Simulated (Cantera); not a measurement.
## Transport properties of process gases

Gas mixture: 100 % C₂H₄, at 0.0168 atm, frozen composition.

Cantera's kinetic-theory transport with the Lennard-Jones parameters of GRI-Mech 3.0, ideal gas; thermal conductivity in the multicomponent form. The composition is frozen, though it would react at the higher temperatures.

| T (K) | ρ (kg/m³) | cp (J/kg/K) | μ (µPa s) | λ (mW/m/K) | Pr | D (cm²/s) NH₃ | D (cm²/s) CH₄ | D (cm²/s) NO |
|---|---|---|---|---|---|---|---|---|
| 400 | 0.0143 | 1877 | 13.3 | 33.5 | 0.748 | 16.6 | 17.4 | 16.0 |
| 600 | 0.00956 | 2529 | 19.1 | 64.4 | 0.750 | 36.4 | 36.1 | 32.8 |
| 800 | 0.00717 | 2991 | 24.1 | 96.0 | 0.750 | 62.0 | 59.6 | 53.8 |
| 1000 | 0.00574 | 3354 | 28.5 | 128 | 0.749 | 92.9 | 87.5 | 78.7 |
| 1200 | 0.00478 | 3625 | 32.5 | 158 | 0.748 | 128 | 119 | 107 |
| 1400 | 0.00410 | 3836 | 36.2 | 186 | 0.746 | 168 | 155 | 139 |
D: mixture-averaged diffusion coefficient of that species in the mixture.
